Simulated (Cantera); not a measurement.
Feed: 1 mol SiH4, 6 mol NH3, 18 mol N2, at 1448 K and 39.0 mbar.

Method: chemical equilibrium by Gibbs-energy minimisation in Cantera with the NASA 1993 tables (ideal gas, pure condensed phases). Candidate condensed phases: Si, Si3N4; 18 gas species. The numbers say what is thermodynamically allowed, not how fast it happens.

Base state: N2 0.649, H2 0.351, H 2.77e-5 (mole fractions); condensed: Si3N4(s).

Task: What changes in the equilibrium state with this change: temperature from 1448 K to 2123.15 K?

Result: 
| species | before | after |
|---|---|---|
| N2 | 0.649 | 0.650 |
| H2 | 0.351 | 0.335 |
| H | 2.77e-5 | 0.0105 |
| Si | <1e-9 | 0.00437 |
| SiH | <1e-9 | 0.000258 |
| Si2N | <1e-9 | 0.000161 |
| SiN | <1e-9 | 0.000137 |
| Si2 | <1e-9 | 5.98e-5 |
| Si3N4(s), mol | 0.333 | 0 |
| Si(l), mol | 0 | 0.828 |
The tables' values for SiN are old estimates; treat these amounts as uncertain. Gases not in the tables: Si2H6 and higher silanes.
